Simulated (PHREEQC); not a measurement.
## Geothermal or formation water: speciation

A made-up water analysis in mg/kgw, 75 °C, pH 8.28: Na 1590; K 16.6; Ca 168; Mg 80.3; Cl 2550; S(6) as SO4 734; Alkalinity as HCO3 6.57; Br 4.98; B 1.11.

Valence states are taken as typed.

Model: Pitzer model, pitzer.dat, run in PHREEQC.

This is a speciation only: nothing precipitates in the calculation.

Q: What specific conductance does the model give?

A: specific conductance 20600 µS/cm.

Q: In which forms is C present?

A: HCO3- 94 %, CO3-2 3.7 %, MgCO3 1.9 %, CO2 0.8 % of the C.

Species that the database lacks are ignored. Away from 25 °C the constants follow the database's enthalpies or fits; those with neither stay at their 25 °C values.
